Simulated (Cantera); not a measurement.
# Boron, boron nitride and boron oxide: B₂O₃ + H₂ + N₂

Input: 1 mol B₂O₃, 1.8 mol H₂, 110 mol N₂, equilibrated at 1073 K and 0.0520 bar.

Method: chemical equilibrium by Gibbs-energy minimisation in Cantera with the NASA 1993 tables (ideal gas, pure condensed phases). Candidate condensed phases: B, BN, B₂O₃, B₃O₃H₃, H₂O; 39 gas species. N₂ is the only nitrogen source here; it is nearly inert below about 1500 K, so the nitride shown seldom forms there in practice. Mutual solubility and eutectic melting of coexisting phases are not modelled. Rates play no part.

- x(N₂) = 0.984
- x(H₂) = 0.0160
- x(H₂O) = 5.61e-5
- x(HBO₂) = 3.56e-6
- n(BN(s)) = 0.00432 mol
- n(B₂O₃(l)) = 0.998 mol
- gas amount = 111.8 mol
- log10 activity of B(s) (absent) = -6.96
- log10 activity of B₃O₃H₃(s) (absent) = -17.53
